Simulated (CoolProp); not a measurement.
The fluid at 293.15 K and 0.0281 MPa is throttled through a valve to 0.0102 MPa with no heat exchange. The same conditions are run with several fluids, on thermodynamics alone (safety and materials aside).

The numbers come from the reference Helmholtz-energy equation of state of each fluid (n-perfluoropentane: Gao 2022; R114: Platzer 1990; ethylene: Smukala 2000; sulfur hexafluoride: Guder 2009; ammonia: Gao 2020) in CoolProp. The equations of Platzer and Polt are older, rougher fits.

```tsv
fluid	temperature change (K)	final density (kg/m³)
n-perfluoropentane	(withheld)	(withheld)
R114	(withheld)	(withheld)
ethylene	-0.2	(withheld)
sulfur hexafluoride	-0.2	(withheld)
ammonia	(withheld)	0.0715
```

Q: Fill in the missing entries.

A: 
- n-perfluoropentane, temperature change (K): -0.4
- n-perfluoropentane, final density (kg/m³): 1.21
- R114, temperature change (K): -0.3
- R114, final density (kg/m³): 0.718
- ethylene, final density (kg/m³): 0.118
- sulfur hexafluoride, final density (kg/m³): 0.612
- ammonia, temperature change (K): -0.5
